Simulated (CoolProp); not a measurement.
R1234yf along the isotherm 410 K: density (kg/m³) from the reference equation and from simpler models built on Tc = 367.8 K, pc = 3384 kPa, ω = 0.276; each cubic takes its own stable root.

Model: reference Helmholtz-energy equation of state, Lemmon 2022, in CoolProp.

```json
[
 {"p (kPa)": "769", "phase": "gas", "reference": "27.26"},
 {"p (kPa)": "1540", "phase": "gas", "reference": "58.27"},
 {"p (kPa)": "2310", "phase": "gas", "reference": "94.19"},
 {"p (kPa)": "3080", "phase": "gas", "reference": "137.0"},
 {"p (kPa)": "3850", "phase": "supercritical", "reference": "189.9"},
 {"p (kPa)": "4620", "phase": "supercritical", "reference": "258.1"},
 {"p (kPa)": "5380", "phase": "supercritical", "reference": "346.6"},
 {"p (kPa)": "6150", "phase": "supercritical", "reference": "451.3"},
 {"p (kPa)": "6920", "phase": "supercritical", "reference": "542.0"},
 {"p (kPa)": "7690", "phase": "supercritical", "reference": "607.1"},
 {"p (kPa)": "8460", "phase": "supercritical", "reference": "653.7"}
]
```

**Question.** How far does each simpler model (van der Waals, Redlich-Kwong, Soave-Redlich-Kwong, Peng-Robinson) lie from the reference over these 11 states: mean and median of the absolute difference, and the worst?

**Answer.** 
- van der Waals: mean 6.7 %, median 4.4 %, worst -17.8 % at 410 K and 8460 kPa
- Redlich-Kwong: mean 3.5 %, median 2.9 %, worst -8.8 % at 410 K and 8460 kPa
- Soave-Redlich-Kwong: mean 6.9 %, median 4.2 %, worst -15.8 % at 410 K and 7690 kPa
- Peng-Robinson: mean 4.0 %, median 2.0 %, worst -9.2 % at 410 K and 7690 kPa
